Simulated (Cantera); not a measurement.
## Thermodynamics of silicon oxide and oxynitride deposition, feed SiH2Cl2 + O2 + H2

Charge: 1 mol SiH2Cl2, 2.4 mol O2, 3.6 mol H2, equilibrated at 0.133 bar.

Method: chemical equilibrium by Gibbs-energy minimisation in Cantera with the NASA 1993 tables (ideal gas, pure condensed phases). Candidate condensed phases: H2O, Si, SiO2; 30 gas species. The tables hold silica as quartz up to 1696 K and as liquid above; real silica turns to tridymite and cristobalite and melts near 1996 K. Gases not in the tables: Si(OH)4. Kinetics and transport are ignored.

```
T (K)  x H2O  x HCl   x H2      x Cl  n SiO2(β-quartz)  n SiO2(condensed)  n SiO2(l)
-----  -----  -----  -----  --------  ----------------  -----------------  ---------
1498   0.500  0.357  0.143   3.59e-5              1.00                  0          0
1548   0.500  0.357  0.143   6.36e-5              1.00                  0          0
1598   0.500  0.357  0.143  0.000109              1.00                  0          0
1648   0.500  0.357  0.143  0.000181             1.000                  0          0
1698   0.500  0.357  0.143  0.000291                 0              1.000          0
1748   0.500  0.357  0.143  0.000455                 0              1.000          0
1798   0.500  0.356  0.143  0.000696                 0              1.000          0
1848   0.499  0.356  0.143   0.00104                 0              1.000          0
1898   0.499  0.355  0.143   0.00152                 0              1.000          0
1948   0.499  0.354  0.143   0.00217                 0              1.000          0
1998   0.498  0.353  0.143   0.00305                 0                  0      0.999
2048   0.497  0.351  0.143   0.00421                 0                  0      0.998
2098   0.496  0.349  0.143   0.00572                 0                  0      0.996
```
x: gas mole fraction; n: condensed amount in mol.

From 1498 K to 1648 K the condensed part is SiO2(β-quartz). From 1698 K to 1948 K the condensed part is SiO2(condensed). From 1998 K to 2098 K the condensed part is SiO2(l).
